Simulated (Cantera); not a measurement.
Charge: 1 mol Ta2O5, 0.33 mol H2, 0.21 mol H2O, at 1330 Pa.

Equilibrium computed with Cantera from the NASA thermochemical tables; the gas is ideal and each condensed phase is pure. Candidate condensed phases: H2O, Ta, Ta2O5; 12 gas species. Equilibrium is a limit: real reactors are often held back by kinetics, nucleation or transport. All values below are at 1725 K.

Base state: H2 0.610, H2O 0.389, H 0.00126, OH 4.41e-5 (mole fractions); condensed: Ta2O5(s).

What changes in the equilibrium state with this change: pressure from 1330 Pa to 32.0 Pa?


```
species         before     after
-------------  -------  --------
H2               0.610     0.605
H2O              0.389     0.387
H              0.00126   0.00807
OH             4.41e-5  0.000285
Ta2O5(s), mol     1.00      1.00
```
